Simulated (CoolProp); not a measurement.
A Linde-Hampson liquefier for oxygen: isothermal reversible compression at 280 K from 1 atm to 5 MPa, throttling to 1 atm, return gas leaving the recuperator 5 K below the feed. Each further row changes one setting.

Values from CoolProp's reference Helmholtz-energy equation of state, Schmidt 1985.

```
case                        liquid yield per pass  compression work (kJ/kg of gas)
--------------------------  ---------------------  -------------------------------
as stated                                   0.024                              281
high pressure 10 MPa                        0.059                              328
warm-end temperature 310 K                  0.016                              312
warm-end gap 10 K                           0.012                              281
```

Above 300 K oxygen's equation is extrapolated.
